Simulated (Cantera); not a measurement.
A closed system holds: 1 mol Cu₂O, 2 mol C, 4 mol N₂, held at 1.00 bar.

Method: chemical equilibrium by Gibbs-energy minimisation in Cantera with the NASA 1993 tables (ideal gas, pure condensed phases). Candidate condensed phases: C, Cu, CuO, Cu₂O; 27 gas species. Rates play no part. All values below are at 1327 °C.

Base state: N₂ 0.800, CO 0.200, Cu 3.98e-5, CO₂ 1.16e-5 (mole fractions); condensed: C(graphite) + Cu(l).

Task: What changes in the equilibrium state with this change: 0.035 mol H₂O added?

Result: 
```json
[
 {"species": "N₂", "before": "0.800", "after": "0.789"},
 {"species": "CO", "before": "0.200", "after": "0.204"},
 {"species": "H₂", "before": "0", "after": "0.00682"},
 {"species": "Cu", "before": "3.98e-5", "after": "3.98e-5"},
 {"species": "HCN", "before": "0", "after": "0.000150"},
 {"species": "CO₂", "before": "1.16e-5", "after": "1.21e-5"},
 {"species": "C(graphite), mol", "before": "1.00", "after": "0.964"},
 {"species": "Cu(l), mol", "before": "2.00", "after": "2.00"}
]
```
Further candidate phases: C₆H₆, C₇H₈, C₈H₁₈, Cu(OH)₂, H₂O.
